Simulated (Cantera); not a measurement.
A closed system holds: 1 mol Al, 0.61 mol Cl2, 0.45 mol N2, held at 750 Torr.

Cantera equilibrium calculation (NASA polynomials, part measured and part estimated; ideal gas, pure solids and liquids). Candidate condensed phases: Al, AlCl3, AlN; 11 gas species. The tables' values for AlCl2 are old estimates; treat these amounts as uncertain. Rates play no part.

x: gas mole fraction; n: condensed amount in mol.

```json
[
 {"T (K)": "875", "x AlCl3": "0.496", "x N2": "0.323", "x Al2Cl6": "0.180", "x AlCl2": "2.57e-8", "x AlCl": "<1e-12", "x Cl": "1.61e-11", "x Cl2": "<1e-12", "n AlN(s)": "0.593"},
 {"T (K)": "925", "x AlCl3": "0.590", "x N2": "0.303", "x Al2Cl6": "0.107", "x AlCl2": "1.41e-7", "x AlCl": "…", "x Cl": "8.24e-11", "x Cl2": "<1e-12", "n AlN(s)": "0.593"},
 {"T (K)": "975", "x AlCl3": "0.650", "x N2": "0.290", "x Al2Cl6": "0.0599", "x AlCl2": "6.19e-7", "x AlCl": "…", "x Cl": "3.51e-10", "x Cl2": "1.76e-12", "n AlN(s)": "0.593"},
 {"T (K)": "1025", "x AlCl3": "0.684", "x N2": "0.283", "x Al2Cl6": "0.0332", "x AlCl2": "2.29e-6", "x AlCl": "…", "x Cl": "1.29e-9", "x Cl2": "5.31e-12", "n AlN(s)": "0.593"},
 {"T (K)": "1075", "x AlCl3": "0.702", "x N2": "0.279", "x Al2Cl6": "0.0188", "x AlCl2": "7.38e-6", "x AlCl": "…", "x Cl": "4.18e-9", "x Cl2": "1.43e-11", "n AlN(s)": "0.593"},
 {"T (K)": "1125", "x AlCl3": "0.712", "x N2": "0.277", "x Al2Cl6": "0.0110", "x AlCl2": "2.12e-5", "x AlCl": "…", "x Cl": "1.22e-8", "x Cl2": "3.52e-11", "n AlN(s)": "0.593"},
 {"T (K)": "1175", "x AlCl3": "0.718", "x N2": "0.276", "x Al2Cl6": "0.00668", "x AlCl2": "5.55e-5", "x AlCl": "…", "x Cl": "3.24e-8", "x Cl2": "8.01e-11", "n AlN(s)": "0.593"},
 {"T (K)": "1225", "x AlCl3": "0.721", "x N2": "0.275", "x Al2Cl6": "0.00423", "x AlCl2": "0.000134", "x AlCl": "…", "x Cl": "7.96e-8", "x Cl2": "1.70e-10", "n AlN(s)": "0.593"},
 {"T (K)": "1275", "x AlCl3": "0.722", "x N2": "0.275", "x Al2Cl6": "0.00277", "x AlCl2": "0.000300", "x AlCl": "…", "x Cl": "1.83e-7", "x Cl2": "3.41e-10", "n AlN(s)": "0.593"},
 {"T (K)": "1325", "x AlCl3": "0.723", "x N2": "0.274", "x Al2Cl6": "0.00188", "x AlCl2": "0.000630", "x AlCl": "…", "x Cl": "3.93e-7", "x Cl2": "6.49e-10", "n AlN(s)": "0.593"},
 {"T (K)": "1375", "x AlCl3": "0.723", "x N2": "0.274", "x Al2Cl6": "0.00131", "x AlCl2": "0.00125", "x AlCl": "…", "x Cl": "8.02e-7", "x Cl2": "1.18e-9", "n AlN(s)": "0.593"},
 {"T (K)": "1425", "x AlCl3": "0.722", "x N2": "0.274", "x Al2Cl6": "0.000936", "x AlCl2": "0.00237", "x AlCl": "…", "x Cl": "1.56e-6", "x Cl2": "2.05e-9", "n AlN(s)": "0.593"},
 {"T (K)": "1475", "x AlCl3": "0.721", "x N2": "0.274", "x Al2Cl6": "0.000684", "x AlCl2": "0.00429", "x AlCl": "…", "x Cl": "2.89e-6", "x Cl2": "3.44e-9", "n AlN(s)": "0.592"}
]
```

Problem. Fill in the missing entries.

Solution. 
- 925, x AlCl: 9.33e-12
- 975, x AlCl: 1.01e-10
- 1025, x AlCl: 8.50e-10
- 1075, x AlCl: 5.79e-9
- 1125, x AlCl: 3.30e-8
- 1175, x AlCl: 1.61e-7
- 1225, x AlCl: 6.91e-7
- 1275, x AlCl: 2.63e-6
- 1325, x AlCl: 9.03e-6
- 1375, x AlCl: 2.83e-5
- 1425, x AlCl: 8.15e-5
- 1475, x AlCl: 0.000218
